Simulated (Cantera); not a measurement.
**Equilibrium for carbothermic reduction: SiO2 + C + N2**

Input: 1 mol SiO2, 0.83 mol C, 0.57 mol N2, at 1 atm.

Cantera equilibrium calculation (NASA polynomials, part measured and part estimated; ideal gas, pure solids and liquids). Candidate condensed phases: C, Si, SiC, SiO2, Si2N2O, Si3N4; 34 gas species. N2 is the only nitrogen source here; it is nearly inert below about 1500 K, so the nitride shown seldom forms there in practice. Mutual solubility and eutectic melting of coexisting phases are not modelled. The tables hold silica as quartz up to 1696 K and as liquid above; real silica turns to tridymite and cristobalite and melts near 1996 K. The numbers say what is thermodynamically allowed, not how fast it happens.

| T (K) | x N2 | x CO | x SiO | x CO2 | x Si | x SiO2 | n C(graphite) | n SiO2(β-quartz) | n Si2N2O(s) | n SiO2(condensed) | n SiO2(l) |
|---|---|---|---|---|---|---|---|---|---|---|---|
| 1273 | 0.964 | 0.0357 | 1.65e-9 | 9.30e-6 | <1e-12 | <1e-12 | 0.809 | 0.986 | 0.00696 | 0 | 0 |
| 1373 | 0.884 | 0.116 | 5.48e-8 | 3.12e-5 | <1e-12 | <1e-12 | 0.758 | 0.952 | 0.0240 | 0 | 0 |
| 1473 | 0.695 | 0.305 | 1.18e-6 | 7.96e-5 | <1e-12 | <1e-12 | 0.612 | 0.855 | 0.0727 | 0 | 0 |
| 1573 | 0.382 | 0.618 | 1.94e-5 | 0.000139 | 6.22e-12 | 1.90e-11 | 0.231 | 0.601 | 0.200 | 0 | 0 |
| 1673 | 0.261 | 0.739 | 0.000216 | 0.000153 | 2.64e-10 | 2.81e-10 | 0 | 0.446 | 0.277 | 0 | 0 |
| 1773 | 0.261 | 0.737 | 0.00161 | 0.000157 | 5.85e-9 | 2.98e-9 | 0 | 0 | 0.276 | 0.446 | 0 |
| 1873 | 0.261 | 0.729 | 0.00954 | 0.000158 | 9.31e-8 | 2.42e-8 | 0 | 0 | 0.273 | 0.443 | 0 |
| 1973 | 0.260 | 0.692 | 0.0470 | 0.000152 | 1.11e-6 | 1.57e-7 | 0 | 0 | 0.258 | 0.428 | 0 |
| 2073 | 0.258 | 0.544 | 0.198 | 0.000121 | 1.05e-5 | 8.48e-7 | 0 | 0 | 0.176 | 0 | 0.346 |
| 2173 | 0.256 | 0.372 | 0.372 | 0.000162 | 2.13e-5 | 3.89e-6 | 0 | 0 | 0 | 0 | 0.170 |
x: gas mole fraction; n: condensed amount in mol.

From 1273 K to 1573 K the condensed part is C(graphite) + SiO2(β-quartz) + Si2N2O(s). At 1673 K the condensed part is SiO2(β-quartz) + Si2N2O(s). From 1773 K to 1973 K the condensed part is SiO2(condensed) + Si2N2O(s). At 2073 K the condensed part is SiO2(l) + Si2N2O(s). At 2173 K the condensed part is SiO2(l).
